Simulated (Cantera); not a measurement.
# Equilibrium for calcination and drying: Mg(OH)2 + CO2 + H2O

Charge: 1 mol Mg(OH)2, 0.053 mol CO2, 2.7 mol H2O, at 825 Torr.

Equilibrium computed with Cantera from the NASA thermochemical tables; the gas is ideal and each condensed phase is pure. Candidate condensed phases: C, C6H6, C7H8, C8H18, H2O, Mg, MgCO3, MgO, Mg(OH)2; 116 gas species. Rates play no part.

| T (K) | x H2O | x CO2 | x H2 | x OH | x O2 | x CO | x H | x O | n MgCO3(s) | n Mg(OH)2(s) | n MgO(s) |
|---|---|---|---|---|---|---|---|---|---|---|---|
| 523 | 0.995 | 0.00486 | <1e-12 | <1e-12 | <1e-12 | <1e-12 | <1e-12 | <1e-12 | 0.0396 | 0.960 | 0 |
| 673 | 0.986 | 0.0141 | 1.61e-11 | <1e-12 | 8.02e-12 | <1e-12 | <1e-12 | <1e-12 | 0 | 0 | 1.00 |
| 823 | 0.986 | 0.0141 | 3.36e-9 | 4.99e-11 | 1.67e-9 | 1.33e-11 | <1e-12 | <1e-12 | 0 | 0 | 1.00 |
| 973 | 0.986 | 0.0141 | 1.38e-7 | 4.89e-9 | 6.82e-8 | 1.22e-9 | <1e-12 | <1e-12 | 0 | 0 | 1.00 |
| 1123 | 0.986 | 0.0141 | 2.12e-6 | 1.42e-7 | 1.04e-6 | 3.32e-8 | 5.91e-11 | 4.28e-12 | 0 | 0 | 1.00 |
| 1273 | 0.986 | 0.0141 | 1.73e-5 | 1.86e-6 | 8.38e-6 | 4.10e-7 | 2.83e-9 | 2.97e-10 | 0 | 0 | 1.00 |
| 1423 | 0.986 | 0.0141 | 9.11e-5 | 1.42e-5 | 4.35e-5 | 2.96e-6 | 6.04e-8 | 8.47e-9 | 0 | 0 | 1.00 |
| 1573 | 0.985 | 0.0141 | 0.000351 | 7.36e-5 | 0.000165 | 1.46e-5 | 7.27e-7 | 1.28e-7 | 0 | 0 | 1.000 |
| 1723 | 0.984 | 0.0141 | 0.00108 | 0.000286 | 0.000494 | 5.39e-5 | 5.70e-6 | 1.20e-6 | 0 | 0 | 1.000 |
| 1873 | 0.981 | 0.0139 | 0.00275 | 0.000893 | 0.00124 | 0.000161 | 3.23e-5 | 7.93e-6 | 0 | 0 | 1.000 |
| 2023 | 0.975 | 0.0137 | 0.00613 | 0.00235 | 0.00270 | 0.000401 | 0.000142 | 3.94e-5 | 0 | 0 | 1.000 |
| 2173 | 0.962 | 0.0131 | 0.0122 | 0.00537 | 0.00524 | 0.000864 | 0.000508 | 0.000157 | 0 | 0 | 0.999 |
x: gas mole fraction; n: condensed amount in mol.

At 523 K the condensed part is MgCO3(s) + Mg(OH)2(s). From 673 K to 2173 K the condensed part is MgO(s).
